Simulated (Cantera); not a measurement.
An isothermal, constant-pressure homogeneous reactor starts with CO : O2 : H2O : N2 = 0.006 : 0.085 : 0.00053 : 1 (molar parts), at 1325 K and 4.60 bar.

Model: GRI-Mech 3.0 (53 species, 325 reactions), integrated in Cantera.

Q: Predict: x(CO) at 100 s; x(O2) at 100 s; x(H2O) at 100 s; x(N2O) at 100 s; x(O) at 100 s; x(CO2) at 100 s; x(NO) at 100 s.

A: 
| Property | Value |
|---|---|
| x(CO) at 100 s | 2.36e-9 (gas-phase equilibrium 2.36e-9) |
| x(O2) at 100 s | 0.0753 (gas-phase equilibrium 0.0752) |
| x(H2O) at 100 s | 0.000487 (gas-phase equilibrium 0.000487) |
| x(N2O) at 100 s | 4.58e-8 (gas-phase equilibrium 4.58e-8) |
| x(O) at 100 s | 3.55e-8 (gas-phase equilibrium 3.54e-8) |
| x(CO2) at 100 s | 0.00551 (gas-phase equilibrium 0.00551) |
| x(NO) at 100 s | 1.41e-6 (gas-phase equilibrium 0.000302) |
